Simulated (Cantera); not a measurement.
Cantera run, input and output.

```python
import numpy as np
import cantera as ct

gas = ct.Solution("gri30.yaml")
gas.TPX = 1150, 290000, {'CO': 0.019, 'O2': 0.067, 'H2O': 0.00058, 'N2': 1}
reactor = ct.IdealGasConstPressureReactor(gas, energy="off", clone=False)
net = ct.ReactorNet([reactor])
net.rtol, net.atol = 1e-08, 1e-18
show = ['CO', 'O2', 'H2O', 'H2O2', 'CO2', 'H']
times = np.geomspace(1e-05, 5, 10)

steps = ct.SolutionArray(gas, extra=["t"])
rows = []
print(f"{'t/s':>10s}{'T/K':>9s}{'P/Pa':>11s}" + "".join(f"{s:>11s}" for s in show))
for t in times:
    while net.time < t:
        t_next = net.step()
        steps.append(gas.state, t=t_next)
    rows.append([np.interp(t, steps.t, y) for y in (steps.T, steps.P, *steps(*show).X.T)])
    print(f"{t:10.3e}{rows[-1][0]:9.1f}{rows[-1][1]:11.4g}" + "".join(f"{x:11.3e}" for x in rows[-1][2:]))
rate = np.gradient(steps.T, steps.t)
print("integrator steps:", len(steps.t))
if steps.T.max() > steps.T[0] + 200:
    print(f"time of steepest temperature rise: {steps.t[rate.argmax()]:.4e} s")
gas.TPX = 1150, 290000, {'CO': 0.019, 'O2': 0.067, 'H2O': 0.00058, 'N2': 1}
gas.equilibrate("TP")
print(f"equilibrium (TP): T = {gas.T:.1f} K  " + "  ".join(f"{s} {gas[s].X[0]:.3e}" for s in show))
```

Output:

```
       t/s      T/K       P/Pa         CO         O2        H2O       H2O2        CO2          H
 1.000e-05   1150.0    2.9e+05  1.749e-02  6.166e-02  5.338e-04  1.175e-19  6.802e-10  2.002e-13
 4.298e-05   1150.0    2.9e+05  1.749e-02  6.166e-02  5.338e-04  1.598e-17  3.024e-09  2.691e-12
 1.847e-04   1150.0    2.9e+05  1.749e-02  6.166e-02  5.338e-04  2.125e-15  1.502e-08  1.814e-11
 7.937e-04   1150.0    2.9e+05  1.749e-02  6.166e-02  5.338e-04  2.794e-13  1.022e-07  1.089e-10
 3.411e-03   1150.0    2.9e+05  1.748e-02  6.166e-02  5.337e-04  7.083e-11  1.504e-06  1.120e-09
 1.466e-02   1150.0    2.9e+05  1.717e-02  6.150e-02  5.308e-04  1.525e-07  3.231e-04  1.183e-07
 6.300e-02   1150.0    2.9e+05  1.294e-02  5.950e-02  5.296e-04  1.725e-07  4.589e-03  1.324e-07
 2.707e-01   1150.0    2.9e+05  3.764e-03  5.516e-02  5.351e-04  6.268e-08  1.384e-02  4.398e-08
 1.163e+00   1150.0    2.9e+05  1.038e-04  5.343e-02  5.381e-04  1.270e-09  1.754e-02  8.481e-10
 5.000e+00   1150.0    2.9e+05  1.103e-07  5.338e-02  5.384e-04  2.273e-11  1.764e-02  1.941e-12
integrator steps: 1177
equilibrium (TP): T = 1150.0 K  CO 2.306e-10  O2 5.335e-02  H2O 5.385e-04  H2O2 3.182e-12  CO2 1.764e-02  H 1.073e-13
```

Detailed kinetics in Cantera: GRI-Mech 3.0 (53 species, 325 reactions).
